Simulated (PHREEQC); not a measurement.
## Buffer

Make-up at 23 °C: 0.045 mol HF, 0.00014 mol NH3 and 0.27 mol NaCl per kg of water. Closed to the air; pH follows from the charge balance.

The numbers come from PHREEQC with the ion-association model, phreeqc.dat.

This is a speciation only: nothing precipitates in the calculation.

Task: Predict the pH.

Result: pH 2.22.

Task: In which forms is F present?

Result: HF 81 %, F- 14 %, HF2- 3.9 %, NaF 1.0 % of the F.

Complexes and solids missing from the database can't appear.
